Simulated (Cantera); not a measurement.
Feed: 1 mol Si3N4, 0.057 mol N2O, 24 mol H2, at 1625 K and 1400 Pa.

Cantera equilibrium calculation (NASA polynomials, part measured and part estimated; ideal gas, pure solids and liquids). Candidate condensed phases: H2O, Si, SiO2, Si2N2O, Si3N4; 35 gas species. Mutual solubility and eutectic melting of coexisting phases are not modelled. Kinetics and transport are ignored.

Base state: H2 0.966, N2 0.0327, SiO 0.00102, H 0.000586, Si 1.16e-5 (mole fractions); condensed: Si(s) + Si2N2O(s) + Si3N4(s).

**Question.** What changes in the equilibrium state with this change: temperature from 1625 K to 1800 K?

**Answer.** 
```csv
species,before,after
H2,0.966,0.916
N2,0.0327,0.0786
H,0.000586,0.00290
SiO,0.00102,0.00218
Si,1.16e-5,0.000227
SiH,2.70e-6,2.93e-5
SiH2,6.38e-6,2.74e-5
"Si(s), mol",1.09,0
"Si2N2O(s), mol",0.0318,0
"Si3N4(s), mol",0.607,0
"Si(l), mol",0,2.94
```
Gases not in the tables: Si2H6 and higher silanes.

**Question.** What changes in the equilibrium state with this change: 1.7 mol H2O added?

**Answer.** 
```tsv
species	before	after
H2	0.966	0.950
N2	0.0327	0.0301
SiO	0.00102	0.0190
H2O	3.70e-8	1.17e-5
Si	1.16e-5	6.75e-7
Si(s), mol	1.09	0
Si2N2O(s), mol	0.0318	1.24
Si3N4(s), mol	0.607	0
```

**Question.** What changes in the equilibrium state with this change: pressure from 1400 Pa to 133 Pa?

**Answer.** 
```tsv
species	before	after
H2	0.966	0.917
N2	0.0327	0.0787
SiO	0.00102	0.00218
H	0.000586	0.00185
Si	1.16e-5	0.000122
Si(s), mol	1.09	2.94
Si2N2O(s), mol	0.0318	0
Si3N4(s), mol	0.607	0
```
